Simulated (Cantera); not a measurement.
A closed system holds: 1 mol C2F6, 0.047 mol F2, at 3.00 Torr.

These are equilibrium values from Cantera (NASA tables, ideal gas, pure condensed phases), not measurements of a reactor. Candidate condensed phases: C; 13 gas species. The feed counts by its element totals alone. Kinetics and transport are ignored.

Q: What share of the C ends up in condensed phases as a function of T (K), at 2750, 2825, 2900, 2975, 3050, 3125, 3200, 3275, 3350?

A: 
```csv
T (K),C condensed (%),as
2750,59.6,C(graphite)
2825,55.3,C(graphite)
2900,39.1,C(graphite)
2975,0.0,-
3050,0.0,-
3125,0.0,-
3200,0.0,-
3275,0.0,-
3350,0.0,-
```
